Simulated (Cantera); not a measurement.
Input: 1 mol SiCl4, 4.8 mol O3, 2.4 mol N2, 23 mol N2O, held at 948.15 K and 0.000610 bar.

Cantera equilibrium calculation (NASA polynomials, part measured and part estimated; ideal gas, pure solids and liquids). Candidate condensed phases: Si, SiO2, Si2N2O, Si3N4; 23 gas species. Rates play no part.

Base state: N2 0.563, O2 0.392, Cl2 0.0436, Cl 0.00145, NO 1.98e-5 (mole fractions); condensed: SiO2(β-quartz).

Problem. What changes in the equilibrium state with this change: temperature from 948.15 K to 648 K?

Solution. 
```json
[
 {"species": "N2", "before": "0.563", "after": "0.563"},
 {"species": "O2", "before": "0.392", "after": "0.392"},
 {"species": "Cl2", "before": "0.0436", "after": "0.0443"},
 {"species": "Cl", "before": "0.00145", "after": "1.03e-6"},
 {"species": "NO", "before": "1.98e-5", "after": "9.23e-8"},
 {"species": "SiO2(β-quartz), mol", "before": "1.00", "after": "0"},
 {"species": "SiO2(α-quartz), mol", "before": "0", "after": "1.00"}
]
```

Problem. What changes in the equilibrium state with this change: pressure from 0.000610 bar to 0.100 bar?

Solution. 
```csv
species,before,after
N2,0.563,0.563
O2,0.392,0.392
Cl2,0.0436,0.0443
Cl,0.00145,0.000114
NO,1.98e-5,1.98e-5
"SiO2(β-quartz), mol",1.00,1.00
```

Problem. What changes in the equilibrium state with this change: pressure from 0.000610 bar to 0.133 bar?

Solution. 
```json
[
 {"species": "N2", "before": "0.563", "after": "0.563"},
 {"species": "O2", "before": "0.392", "after": "0.392"},
 {"species": "Cl2", "before": "0.0436", "after": "0.0443"},
 {"species": "Cl", "before": "0.00145", "after": "9.89e-5"},
 {"species": "NO", "before": "1.98e-5", "after": "1.98e-5"},
 {"species": "SiO2(β-quartz), mol", "before": "1.00", "after": "1.00"}
]
```
